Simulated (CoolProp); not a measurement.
100 sccm (0 °C, 1 atm) of nitrogen bubbles through liquid propylene glycol at 341.6 K and leaves saturated at a total pressure of 0.00842 MPa (ideal gas phase). Each further row changes one setting.

Values from CoolProp's reference Helmholtz-energy equation of state, Eisenbach 2021.

```json
[
 {"case": "as stated", "vapour pressure (kPa)": "0.479", "mole fraction of vapour": "0.0569", "delivery (mg/min)": "?", "delivery (sccm)": "6.03", "change of delivery for a bath 1 K warmer (%)": "?"},
 {"case": "bath temperature 346.6 K", "vapour pressure (kPa)": "0.657", "mole fraction of vapour": "?", "delivery (mg/min)": "?", "delivery (sccm)": "8.47", "change of delivery for a bath 1 K warmer (%)": "?"},
 {"case": "total pressure 0.0168 MPa", "vapour pressure (kPa)": "0.479", "mole fraction of vapour": "0.0285", "delivery (mg/min)": "?", "delivery (sccm)": "2.94", "change of delivery for a bath 1 K warmer (%)": "?"}
]
```

**Question.** Some entries are withheld; supply them.

**Answer.** 
- as stated, delivery (mg/min): 20.5
- as stated, change of delivery for a bath 1 K warmer (%): 7.1
- bath temperature 346.6 K, mole fraction of vapour: 0.0781
- bath temperature 346.6 K, delivery (mg/min): 28.7
- bath temperature 346.6 K, change of delivery for a bath 1 K warmer (%): 7.0
- total pressure 0.0168 MPa, delivery (mg/min): 9.96
- total pressure 0.0168 MPa, change of delivery for a bath 1 K warmer (%): 6.8
